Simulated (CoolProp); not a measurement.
n-perfluoropentane along the isotherm 45.05 °C: Z from the reference equation and from simpler models built on Tc = 147.9 °C, pc = 2.063 MPa, ω = 0.436; each cubic takes its own stable root.

Computed with CoolProp (reference Helmholtz-energy equation of state, Gao 2022).

```csv
p (MPa),phase,reference
0.909,liquid,0.06420
1.82,liquid,0.1280
2.73,liquid,0.1912
3.64,liquid,0.2540
4.55,liquid,0.3164
5.45,liquid,0.3776
6.36,liquid,0.4392
7.27,liquid,0.5004
8.18,liquid,0.5612
9.09,liquid,0.6217
10,liquid,0.6819
```

Q: How far does each simpler model (van der Waals, Redlich-Kwong, Soave-Redlich-Kwong, Peng-Robinson) lie from the reference over these 11 states: mean and median of the absolute difference, and the worst?

A: 
- van der Waals: mean 56.6 %, median 55.5 %, worst +66.0 % at 45.05 °C and 0.909 MPa
- Redlich-Kwong: mean 11.9 %, median 11.5 %, worst +16.0 % at 45.05 °C and 0.909 MPa
- Soave-Redlich-Kwong: mean 6.2 %, median 6.0 %, worst +7.8 % at 45.05 °C and 0.909 MPa
- Peng-Robinson: mean 5.8 %, median 5.9 %, worst -6.6 % at 45.05 °C and 10 MPa
